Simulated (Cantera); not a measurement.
**Gas-phase reforming**

A perfectly stirred reactor is fed with 28.6 % CH4, 71.4 % CO2, at 0.132 atm; it is held at 1850 K, and followed from long to short residence time.

Cantera simulation using GRI-Mech 3.0 (53 species, 325 reactions); the numbers are that mechanism's predictions, not measurements.

```csv
τ (s),x CH4,x CO2,x CH2CO,x C2H,x CO,x H2O,x OH
0.51,0.00861,0.146,2.91e-5,4.72e-7,0.481,0.183,3.60e-5
0.29,0.0117,0.167,4.81e-5,7.54e-7,0.453,0.192,3.80e-5
0.17,0.0156,0.196,7.19e-5,1.07e-6,0.418,0.199,3.95e-5
0.095,0.0218,0.236,0.000100,1.41e-6,0.370,0.202,3.96e-5
0.055,0.0306,0.283,0.000120,1.64e-6,0.316,0.196,3.76e-5
0.031,0.0450,0.344,0.000123,1.70e-6,0.255,0.177,3.29e-5
0.018,0.0648,0.408,0.000106,1.60e-6,0.196,0.147,2.69e-5
0.010,0.0934,0.482,7.63e-5,1.36e-6,0.134,0.106,2.01e-5
0.0059,0.124,0.545,4.94e-5,1.09e-6,0.0868,0.0692,1.47e-5
0.0034,0.159,0.602,2.70e-5,8.01e-7,0.0494,0.0389,1.03e-5
0.0020,0.193,0.644,1.24e-5,5.32e-7,0.0256,0.0195,7.00e-6
```
x: mole fraction; the columns are a selection and need not sum to one.
